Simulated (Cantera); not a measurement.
An isothermal, constant-pressure homogeneous reactor starts with CH4 : N2 = 1 : 5 (molar parts), at 1625 K and 0.500 bar.

Cantera simulation using GRI-Mech 3.0 (53 species, 325 reactions); the numbers are that mechanism's predictions, not measurements. GRI-Mech 3.0 stops at C3 and has no aromatics, soot or wall deposition, so with more carbon than oxygen in the feed, carbon stays in small species such as C2H2 where larger ones or solid carbon would form.

One state of this run: x CH4 = 0.00309; x CH2 = 2.90e-9; x H = 4.60e-5; x C2H6 = 2.44e-7; x C2H = 5.85e-8; x C2H2 = 0.0695; x H2 = 0.210. x: mole fraction; the columns are a selection and need not sum to one.

Question: Which value of t (s) does it belong to?
A) 0.000502
B) 200
C) 0.00252
D) 0.0632

Answer: B, 200
